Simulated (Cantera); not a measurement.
Cantera with NASA thermochemical tables; ideal gases at 1 bar, condensed phases pure. Values are per mole of reaction as written; species without (g) are pure solids or liquids, kept so even where they would boil at 1 bar.

S + Fe2O3 → 2 Fe + SO3(g)

```csv
T (K),ΔH° (kJ),ΔS° (J/K),ΔG° (kJ),log10 K
400,___,___,___,___
425,423.2,174.9,348.9,-42.88
450,422.1,172.2,344.6,-40.00
475,420.9,169.6,340.3,-37.42
500,419.7,167.1,336.1,-35.11
525,418.4,164.8,331.9,-33.03
550,417.2,162.5,327.9,-31.14
575,___,___,___,___
600,414.9,158.5,319.8,-27.84
```

**Question.** Some entries are withheld; supply them.

**Answer.** 
- 400, ΔH° (kJ): 424.3
- 400, ΔS° (J/K): 177.5
- 400, ΔG° (kJ): 353.3
- 400, log10 K: -46.14
- 575, ΔH° (kJ): 416.1
- 575, ΔS° (J/K): 160.4
- 575, ΔG° (kJ): 323.8
- 575, log10 K: -29.42
